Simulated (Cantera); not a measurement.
Mixture: H2 : O2 : N2 : NO = 1 : 0.294 : 1.91 : 0.0075 (molar parts), at 4.93 atm, adiabatic and at constant volume. Ignition delay is the time to a rise of 400 K.

Detailed kinetics in Cantera: GRI-Mech 3.0 (53 species, 325 reactions). The hydrogen kinetics of GRI-Mech 3.0 are dated; newer H2 mechanisms differ, most at raised pressure. The mechanism lacks 2 NO + O2 → 2 NO2 and HONO, so NO2 and the effect of NO are under-described below about 1400 K. Where the delays flatten at high temperature, the 400 K rule measures the pace of heat release, not the induction time.

Task: What does this change do: pressure from 4.93 atm to 0.691 atm?

Result: 
```tsv
quantity	before	after
delay at 1000 K	0.164 ms	0.350 ms
delay at 1100 K	47.1 µs	0.163 ms
delay at 1200 K	17.6 µs	92.6 µs
delay at 1300 K	8.95 µs	61.0 µs
delay at 1400 K	5.54 µs	45.6 µs
```

Task: What does this change do: pressure from 4.93 atm to 0.671 atm?

Result: 
```
quantity           before     after
---------------  --------  --------
delay at 1000 K  0.164 ms  0.358 ms
delay at 1100 K   47.1 µs  0.167 ms
delay at 1200 K   17.6 µs   95.4 µs
delay at 1300 K   8.95 µs   63.0 µs
delay at 1400 K   5.54 µs   47.3 µs
```
